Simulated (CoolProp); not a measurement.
Properties of n-dodecane along the isobar 0.101 MPa.

The numbers come from the reference Helmholtz-energy equation of state, Lemmon 2004 in CoolProp. It is a short technical equation, of lower accuracy than the large ones.

| T (°C) | phase | density (kg/m³) | cp (kJ/(kg K)) | isothermal compressibility (1/MPa) | conductivity (mW/(m K)) | fugacity coefficient |
|---|---|---|---|---|---|---|
| 30.45 | liquid | 741.7 | 2.230 | 0.001033 | (withheld) | 0.0002784 |
| 57.15 | liquid | 722.0 | 2.323 | 0.001241 | 128 | 0.001888 |
| 83.85 | liquid | 702.1 | 2.424 | 0.001502 | 122 | 0.008989 |
| 110.45 | liquid | 682.1 | 2.528 | 0.001835 | (withheld) | 0.03242 |
| 137.15 | liquid | 661.4 | 2.636 | 0.002274 | 111 | 0.09482 |
| 163.75 | liquid | 639.9 | 2.744 | (withheld) | 105 | 0.2328 |
| 190.45 | liquid | 617.3 | 2.855 | (withheld) | 100 | 0.4990 |
| 217.15 | gas | (withheld) | 2.508 | 10.71 | 24.8 | 0.9330 |
| 243.75 | gas | 4.249 | 2.597 | 10.54 | 27.3 | 0.9450 |
| 270.45 | gas | (withheld) | 2.686 | (withheld) | 29.8 | 0.9544 |

Task: What belongs in the gaps?

Result: 
- 30.45, conductivity (mW/(m K)): 134
- 110.45, conductivity (mW/(m K)): 116
- 163.75, isothermal compressibility (1/MPa): 0.002864
- 190.45, isothermal compressibility (1/MPa): 0.003696
- 217.15, density (kg/m³): 4.545
- 270.45, density (kg/m³): 3.996
- 270.45, isothermal compressibility (1/MPa): 10.41

Thermal conductivity comes from a separate model (Huber 2004).
